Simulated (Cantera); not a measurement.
## Adiabatic ignition

An adiabatic, constant-pressure homogeneous reactor starts with CH4 : O2 : N2 = 1 : 1.11 : 4.18 (molar parts), equivalence ratio 1.8, at 1200 K and 4.93 atm.

Computed with Cantera and GRI-Mech 3.0 (53 species, 325 reactions).

```json
[
 {"t (s)": "2.00e-6", "T (K)": "1200", "x CH4": "0.159", "x O2": "0.176", "x C2H2": "<1e-12", "x CH2O": "6.46e-11", "x NO2": "<1e-12"},
 {"t (s)": "5.87e-6", "T (K)": "1200", "x CH4": "0.159", "x O2": "0.176", "x C2H2": "<1e-12", "x CH2O": "5.70e-10", "x NO2": "<1e-12"},
 {"t (s)": "1.72e-5", "T (K)": "1200", "x CH4": "0.159", "x O2": "0.176", "x C2H2": "<1e-12", "x CH2O": "5.15e-9", "x NO2": "<1e-12"},
 {"t (s)": "5.05e-5", "T (K)": "1200", "x CH4": "0.159", "x O2": "0.176", "x C2H2": "<1e-12", "x CH2O": "5.12e-8", "x NO2": "<1e-12"},
 {"t (s)": "0.000148", "T (K)": "1200", "x CH4": "0.159", "x O2": "0.176", "x C2H2": "<1e-12", "x CH2O": "6.42e-7", "x NO2": "<1e-12"},
 {"t (s)": "0.000435", "T (K)": "1200", "x CH4": "0.159", "x O2": "0.176", "x C2H2": "<1e-12", "x CH2O": "8.13e-6", "x NO2": "<1e-12"},
 {"t (s)": "0.00128", "T (K)": "1200", "x CH4": "0.159", "x O2": "0.176", "x C2H2": "2.56e-11", "x CH2O": "4.52e-5", "x NO2": "<1e-12"},
 {"t (s)": "0.00374", "T (K)": "1202", "x CH4": "0.159", "x O2": "0.176", "x C2H2": "7.74e-10", "x CH2O": "0.000193", "x NO2": "<1e-12"},
 {"t (s)": "0.0110", "T (K)": "1226", "x CH4": "0.154", "x O2": "0.173", "x C2H2": "1.85e-7", "x CH2O": "0.00145", "x NO2": "<1e-12"},
 {"t (s)": "0.0322", "T (K)": "2401", "x CH4": "2.12e-10", "x O2": "3.35e-6", "x C2H2": "<1e-12", "x CH2O": "3.04e-8", "x NO2": "6.09e-10"},
 {"t (s)": "0.0945", "T (K)": "2401", "x CH4": "2.12e-10", "x O2": "3.35e-6", "x C2H2": "<1e-12", "x CH2O": "3.04e-8", "x NO2": "5.84e-10"},
 {"t (s)": "0.277", "T (K)": "2401", "x CH4": "2.12e-10", "x O2": "3.35e-6", "x C2H2": "<1e-12", "x CH2O": "3.04e-8", "x NO2": "5.84e-10"},
 {"t (s)": "0.813", "T (K)": "2401", "x CH4": "2.12e-10", "x O2": "3.35e-6", "x C2H2": "<1e-12", "x CH2O": "3.04e-8", "x NO2": "5.84e-10"},
 {"t (s)": "2.39", "T (K)": "2401", "x CH4": "2.12e-10", "x O2": "3.35e-6", "x C2H2": "<1e-12", "x CH2O": "3.04e-8", "x NO2": "5.84e-10"},
 {"t (s)": "7.00", "T (K)": "2401", "x CH4": "2.12e-10", "x O2": "3.35e-6", "x C2H2": "<1e-12", "x CH2O": "3.04e-8", "x NO2": "5.84e-10"}
]
```
x: mole fraction; the columns are a selection and need not sum to one.

| Property | Result |
|---|---|
| time of steepest temperature rise | 13.8 ms |
| temperature at 7.00 s | 2401 K |
| equilibrium temperature | 2401 K |
| x(CH4) at 7.00 s | 2.12e-10 (gas-phase equilibrium 2.39e-10) |
| x(O2) at 7.00 s | 3.35e-6 (gas-phase equilibrium 3.35e-6) |
| x(C2H2) at 7.00 s | <1e-12 (gas-phase equilibrium <1e-12) |
